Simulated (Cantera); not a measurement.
A perfectly stirred reactor is fed with 4.42 % C₃H₈, 20.1 % O₂, 75.5 % N₂, equivalence ratio 1.1, at 1.40 bar; it is adiabatic with a 400 K inlet, and is followed from long to short residence time, starting on the burning branch (τ in s: 0.38, 0.15, 0.063, 0.025, 0.01, 0.0042, 0.0017, 0.00069, 0.00028, 0.00011, 4.6e-05, 1.9e-05).

Detailed kinetics in Cantera: GRI-Mech 3.0 (53 species, 325 reactions). GRI-Mech 3.0 was tuned for natural gas; its chemistry of propane as a main component is partial and can be far from experiment.

Question: Predict: blow-out, bracketed by the residence times tried; x(C₃H₈) at τ = 0.380 s; x(O₂) at τ = 0.380 s; x(CH₂) at τ = 0.380 s; x(C₂H₂) at τ = 0.380 s; x(OH) at τ = 0.380 s; x(C₃H₈) at τ = 1.70 ms; x(O₂) at τ = 1.70 ms; x(CH₂) at τ = 1.70 ms; x(C₂H₂) at τ = 1.70 ms; x(OH) at τ = 1.70 ms.

Answer: 
| Item | Value |
|---|---|
| blow-out, bracketed by the residence times tried | burning at 46.0 µs, out at 19.0 µs |
| x(C₃H₈) at τ = 0.380 s | 3.37e-8 |
| x(O₂) at τ = 0.380 s | 0.00131 |
| x(CH₂) at τ = 0.380 s | 4.25e-8 |
| x(C₂H₂) at τ = 0.380 s | 7.72e-7 |
| x(OH) at τ = 0.380 s | 0.00269 |
| x(C₃H₈) at τ = 1.70 ms | 3.92e-6 |
| x(O₂) at τ = 1.70 ms | 0.00803 |
| x(CH₂) at τ = 1.70 ms | 2.33e-6 |
| x(C₂H₂) at τ = 1.70 ms | 1.45e-5 |
| x(OH) at τ = 1.70 ms | 0.00660 |
